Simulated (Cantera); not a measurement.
An isothermal, constant-pressure homogeneous reactor starts with NO : N2 = 1 : 0.18 (molar parts), at 2048 K and 8.25 Torr. Integrator tolerance rtol = 1e-08.

Detailed kinetics in Cantera: GRI-Mech 3.0 (53 species, 325 reactions). Radical loss at walls, strong at low pressure, is not modelled.

Problem. What does this change do: temperature 2048 to 1798 K?

Solution. 
| quantity | before | after |
|---|---|---|
| x(NO) at 40.0 s | 0.0149 (gas-phase equilibrium 0.0104) | 0.646 (gas-phase equilibrium 0.00501) |
| x(O2) at 40.0 s | 0.412 (gas-phase equilibrium 0.414) | 0.100 (gas-phase equilibrium 0.421) |
| x(N2O) at 40.0 s | 7.02e-8 (gas-phase equilibrium 5.22e-8) | 0.000110 (gas-phase equilibrium 2.57e-8) |
| x(O) at 40.0 s | 0.00590 (gas-phase equilibrium 0.00592) | 0.000409 (gas-phase equilibrium 0.000743) |
| x(N2) at 40.0 s | 0.567 (gas-phase equilibrium 0.569) | 0.253 (gas-phase equilibrium 0.574) |
| x(NO2) at 40.0 s | 3.49e-6 (gas-phase equilibrium 2.45e-6) | 0.000110 (gas-phase equilibrium 1.87e-6) |

Problem. What does this change do: pressure from 8.25 Torr to 33.0 Torr?

Solution. 
```csv
quantity,before,after
x(NO) at 40.0 s,0.0149 (gas-phase equilibrium 0.0104),0.0107 (gas-phase equilibrium 0.0105)
x(O2) at 40.0 s,0.412 (gas-phase equilibrium 0.414),0.416 (gas-phase equilibrium 0.416)
x(N2O) at 40.0 s,7.02e-8 (gas-phase equilibrium 5.22e-8),1.06e-7 (gas-phase equilibrium 1.05e-7)
x(O) at 40.0 s,0.00590 (gas-phase equilibrium 0.00592),0.00297 (gas-phase equilibrium 0.00297)
x(N2) at 40.0 s,0.567 (gas-phase equilibrium 0.569),0.570 (gas-phase equilibrium 0.570)
x(NO2) at 40.0 s,3.49e-6 (gas-phase equilibrium 2.45e-6),5.02e-6 (gas-phase equilibrium 4.93e-6)
```
